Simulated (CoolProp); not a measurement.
A simple Rankine cycle with propane: condensing at 312.15 K, boiler at 2.95 MPa, turbine inlet 351.9 K, turbine efficiency 0.8, pump efficiency 0.7, no recuperator. Each further row changes one setting.

Values from CoolProp's reference Helmholtz-energy equation of state, Lemmon 2009.

```csv
case,thermal efficiency (%),net work (kJ/kg),heat in (kJ/kg),turbine exit temperature (K),volume ratio over the turbine
as stated,6.7,21.9,328,312.2,___
turbine inlet 371.9 K,7.0,27.5,___,336.7,2.35
condensing temperature 304.15 K,8.0,___,___,304.1,3.06
boiler pressure 2.06 MPa,___,___,371,333.7,___
turbine efficiency 0.7,5.7,18.6,328,312.5,2.53
```

**Question.** What belongs in the gaps?

**Answer.** 
- as stated, volume ratio over the turbine: 2.50
- turbine inlet 371.9 K, heat in (kJ/kg): 390
- condensing temperature 304.15 K, net work (kJ/kg): 28.2
- condensing temperature 304.15 K, heat in (kJ/kg): 351
- boiler pressure 2.06 MPa, thermal efficiency (%): 4.2
- boiler pressure 2.06 MPa, net work (kJ/kg): 15.5
- boiler pressure 2.06 MPa, volume ratio over the turbine: 1.58

The expansion ends wet for: as stated; condensing temperature 304.15 K.
